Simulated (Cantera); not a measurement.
Input: 1 mol Fe, a varied amount of Cl2, 5.7 mol N2, at 1223 K and 101000 Pa.

Cantera equilibrium calculation (NASA polynomials, part measured and part estimated; ideal gas, pure solids and liquids). Candidate condensed phases: Fe, FeCl2, FeCl3; 10 gas species. Equilibrium is a limit: real reactors are often held back by kinetics, nucleation or transport.

x: gas mole fraction; n: condensed amount in mol.

| n(Cl2) (mol) | x N2 | x FeCl2 | x FeCl3 | x Fe2Cl4 | n Fe(γ) |
|---|---|---|---|---|---|
| 0.21 | 0.965 | 0.0343 | 1.09e-5 | 0.000602 | 0.790 |
| 0.26 | 0.957 | 0.0419 | 1.47e-5 | 0.000895 | 0.740 |
| 0.33 | 0.947 | 0.0520 | 2.04e-5 | 0.00138 | 0.670 |
| 0.41 | 0.935 | 0.0631 | 2.73e-5 | 0.00204 | 0.590 |
| 0.51 | 0.921 | 0.0764 | 3.63e-5 | 0.00298 | 0.490 |
| 0.65 | 0.902 | ? | ? | ? | ? |
| 0.81 | 0.881 | ? | ? | ? | ? |
| 1 | 0.858 | 0.133 | 8.29e-5 | 0.00898 | 0.000276 |
| 1.3 | 0.850 | 0.0617 | 0.0822 | 0.00195 | 0 |

### Question
Fill in the missing entries.

### Answer

- 0.81, x FeCl2: 0.112
- 0.81, x FeCl3: 6.46e-5
- 0.81, x Fe2Cl4: 0.00644
- 0.81, n Fe(γ): 0.190
- 0.65, x FeCl2: 0.0938
- 0.65, x FeCl3: 4.93e-5
- 0.65, x Fe2Cl4: 0.00449
- 0.65, n Fe(γ): 0.350
